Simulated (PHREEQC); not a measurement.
0.05 mol of Fluorite (CaF2) is brought to equilibrium with 1 kg of water holding 0.01 mol NaCl, at 55 °C, the pH being set by adding NaOH or HCl. Oxygen is held at 0.21 atm. CO2 from the air is kept out. The run lets Fluorite precipitate or redissolve, and no other solid.

Equilibrium calculation in PHREEQC: ion-association model, phreeqc.dat.

```tsv
pH	dissolved Ca (mol/kgw)	dissolved F (mol/kgw)	HF (mol/kgw)
4	0.000327	0.000655	0.000124
4.5	0.000298	0.000596	4.11e-5
5	0.000288	0.000576	___
5.5	0.000285	0.000570	___
6	0.000284	0.000568	___
6.5	0.000284	0.000568	___
7	0.000284	0.000567	___
7.5	0.000284	0.000567	___
8	0.000284	0.000567	1.33e-8
8.5	0.000284	0.000567	___
9	0.000284	0.000568	1.33e-9
9.5	0.000284	0.000569	___
10	0.000286	0.000572	1.34e-10
```

### Question
Some entries are withheld; supply them.

### Answer

- 5, HF (mol/kgw): 1.32e-5
- 5.5, HF (mol/kgw): 4.20e-6
- 6, HF (mol/kgw): 1.33e-6
- 6.5, HF (mol/kgw): 4.21e-7
- 7, HF (mol/kgw): 1.33e-7
- 7.5, HF (mol/kgw): 4.21e-8
- 8.5, HF (mol/kgw): 4.21e-9
- 9.5, HF (mol/kgw): 4.22e-10

Away from 25 °C the constants follow the database's enthalpies or fits; those with neither stay at their 25 °C values.
